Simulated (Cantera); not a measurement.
A freely propagating, adiabatic, planar premixed flame of CH4 : O2 : N2 = 1 : 1.54 : 5.78 (molar parts), unburnt at 475 K and 3750 Torr; mixture-averaged transport, grid criteria slope 0.08 and curve 0.16, no radiation.

Detailed kinetics in Cantera: GRI-Mech 3.0 (53 species, 325 reactions). Burning velocities carry a grid error of a few per cent, more on coarse grids.

### Question
How do the results move with these cheaper or finer settings: unity-Lewis-number transport; multicomponent transport; multicomponent+Soret transport; grid criteria slope 0.5, curve 1; grid criteria slope 0.25, curve 0.5; grid criteria slope 0.03, curve 0.06?

### Answer
```
setting                               laminar burning velocity  thermal thickness  peak x(CH2)  peak x(O)  grid points
------------------------------------  ------------------------  -----------------  -----------  ---------  -----------
as above                                             26.5 cm/s           0.186 mm      3.62e-5    9.07e-5          136
unity-Lewis-number transport                         19.1 cm/s           0.233 mm      3.37e-5    9.07e-5          140
multicomponent transport                             26.6 cm/s           0.189 mm      3.62e-5    9.02e-5          136
multicomponent+Soret transport                       27.0 cm/s           0.184 mm      3.78e-5   0.000101          137
grid criteria slope 0.5, curve 1                     28.2 cm/s           0.208 mm      3.41e-5    8.70e-5           32
grid criteria slope 0.25, curve 0.5                  27.2 cm/s           0.195 mm      3.56e-5    8.92e-5           57
grid criteria slope 0.03, curve 0.06                 26.0 cm/s           0.185 mm      3.60e-5    9.00e-5          318
```
The base run took around 40 core-seconds (rough).
Unity Lewis numbers drop preferential diffusion, which matters most where H2 and H carry the flame; Soret adds thermal diffusion.
